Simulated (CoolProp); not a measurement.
Saturation properties of n-decane (Tc = 344.5 °C, pc = 21.01 bar, ω = 0.488).

Computed with CoolProp (reference Helmholtz-energy equation of state, Lemmon 2006). It is a short technical equation, of lower accuracy than the large ones.

```json
[
 {"T (°C)": "159.45", "p (bar)": "0.6871", "liquid density (kg/m³)": "617.2", "liquid cp (kJ/(kg K))": "2.747", "vapour Z": "0.9515", "liquid viscosity (µPa s)": "225"},
 {"T (°C)": "177.05", "p (bar)": "1.091", "liquid density (kg/m³)": "601.2", "liquid cp (kJ/(kg K))": "2.825", "vapour Z": "0.9329", "liquid viscosity (µPa s)": "198"},
 {"T (°C)": "194.65", "p (bar)": "1.661", "liquid density (kg/m³)": "584.5", "liquid cp (kJ/(kg K))": "2.904", "vapour Z": "0.9100", "liquid viscosity (µPa s)": "175"},
 {"T (°C)": "212.25", "p (bar)": "2.441", "liquid density (kg/m³)": "566.8", "liquid cp (kJ/(kg K))": "2.986", "vapour Z": "0.8824", "liquid viscosity (µPa s)": "155"},
 {"T (°C)": "229.85", "p (bar)": "3.476", "liquid density (kg/m³)": "547.9", "liquid cp (kJ/(kg K))": "3.072", "vapour Z": "0.8493", "liquid viscosity (µPa s)": "137"},
 {"T (°C)": "247.45", "p (bar)": "4.818", "liquid density (kg/m³)": "527.4", "liquid cp (kJ/(kg K))": "3.165", "vapour Z": "0.8099", "liquid viscosity (µPa s)": "121"},
 {"T (°C)": "265.05", "p (bar)": "6.525", "liquid density (kg/m³)": "504.7", "liquid cp (kJ/(kg K))": "3.272", "vapour Z": "0.7632", "liquid viscosity (µPa s)": "107"},
 {"T (°C)": "282.65", "p (bar)": "8.662", "liquid density (kg/m³)": "478.9", "liquid cp (kJ/(kg K))": "3.405", "vapour Z": "0.7072", "liquid viscosity (µPa s)": "92.7"},
 {"T (°C)": "300.25", "p (bar)": "11.31", "liquid density (kg/m³)": "448.0", "liquid cp (kJ/(kg K))": "3.597", "vapour Z": "0.6385", "liquid viscosity (µPa s)": "79.2"}
]
```

It boils at 174.1 °C under 1 atm.

Viscosity comes from a separate model (Huber 2004).
